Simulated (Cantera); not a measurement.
A closed system holds: 1 mol B, 0.38 mol H₂O, 0.58 mol N₂, held at 2373.15 K and 1000 Pa.

Cantera equilibrium calculation (NASA polynomials, part measured and part estimated; ideal gas, pure solids and liquids). Candidate condensed phases: B, BN, B₂O₃, B₃O₃H₃, H₂O; 39 gas species. The tables' values for BH₂ are old estimates; treat these amounts as uncertain. Equilibrium is a limit: real reactors are often held back by kinetics, nucleation or transport.

Base state: N₂ 0.440, H₂ 0.226, BO 0.177, H 0.0665, HBO 0.0568, B₂O₂ 0.0243, B₂O 0.00556, B 0.00240 (mole fractions); condensed: B(l).

### Question
What changes in the equilibrium state with this change: N₂ from 0.58 to 22 mol?

### Answer
```tsv
species	before	after
N₂	0.440	0.958
BO	0.177	0.0148
H	0.0665	0.0135
H₂	0.226	0.00930
B₂O₂	0.0243	0.000170
HBO	0.0568	0.000962
B₂O₃	0.000119	6.95e-8
HBO₂	4.56e-5	6.45e-8
BH₂	0.000622	2.56e-5
B₂O	0.00556	0.000464
B(l), mol	0.609	0.551
```

### Question
What changes in the equilibrium state with this change: H₂O from 0.38 to 1.6 mol?

### Answer
```
species      before    after
---------  --------  -------
H₂            0.226    0.413
N₂            0.440    0.199
HBO₂        4.56e-5    0.104
BO            0.177   0.0620
H₂O         3.00e-6   0.0263
B₂O₃       0.000119   0.0703
B₂O₂         0.0243  0.00298
HBO          0.0568   0.0269
H            0.0665   0.0898
B₂O         0.00556  1.42e-7
BN          7.66e-5  3.75e-9
B           0.00240  1.75e-7
BH          8.22e-5  8.09e-9
BH₂        0.000622  8.26e-8
B(l), mol     0.609        0
```
